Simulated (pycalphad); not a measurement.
Phase fractions of Sn-31.42Si (at.%)

All values are pycalphad results on the COST 507 light-alloy database (1999) (1 atm), not direct measurements. These are 1990s assessments: newer ones move some temperatures and phases. Amounts are mole fractions of atoms.

```csv
T (°C),liquid,diamond (Si)
1327,1.000,-
1252,0.861,0.139
1177,0.769,0.231
1102,0.732,0.268
1027,0.712,0.288
952,0.701,0.299
877,0.695,0.305
802,0.691,0.309
727,0.688,0.312
652,0.687,0.313
577,0.686,0.314
502,0.686,0.314
427,0.686,0.314
352,0.686,0.314
277,0.686,0.314
```
